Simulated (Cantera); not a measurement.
**Nb2O5 + H2 (hydrogen reduction and annealing atmospheres)**

Input: 1 mol Nb2O5, 600 mol H2, at 900 K and 71.0 mbar.

These are equilibrium values from Cantera (NASA tables, ideal gas, pure condensed phases), not measurements of a reactor. Candidate condensed phases: H2O, Nb, NbO, NbO2, Nb2O5; 12 gas species. Condensed phases not in the tables: the oxides between NbO2 and Nb2O5. The numbers say what is thermodynamically allowed, not how fast it happens.

```json
{
 "x(H2)": "0.998",
 "x(H2O)": "0.00167",
 "n(NbO2(s))": "2.00 mol",
 "gas_amount": "600.0 mol",
 "log10 activity of Nb(s) (absent)": "-8.04"
}
```
